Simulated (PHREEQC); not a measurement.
Model water analysis in mg/L, 40 °C, pH 5.53, pe -1.4:

```json
[
 {"constituent": "Na", "mg/L": "1.49"},
 {"constituent": "K", "mg/L": "1.46"},
 {"constituent": "Ca", "mg/L": "8.33"},
 {"constituent": "Mg", "mg/L": "1.96"},
 {"constituent": "Cl", "mg/L": "11.2"},
 {"constituent": "S(6) as SO4", "mg/L": "5.1"},
 {"constituent": "Alkalinity as HCO3", "mg/L": "16.3"},
 {"constituent": "Mn(2)", "mg/L": "0.0353"}
]
```

Cl is adjusted to close the charge balance.
Valence states are taken as typed.

All values are PHREEQC results (ion-association model, phreeqc.dat), not measurements.

No solid was allowed to form.

Question: Predict the specific conductance.

Answer: specific conductance 109 µS/cm.

Question: In which forms is Mg present?

Answer: Mg+2 98 %, MgSO4 1.3 % of the Mg.

Complexes and solids missing from the database can't appear. Away from 25 °C the constants follow the database's enthalpies or fits; those with neither stay at their 25 °C values.
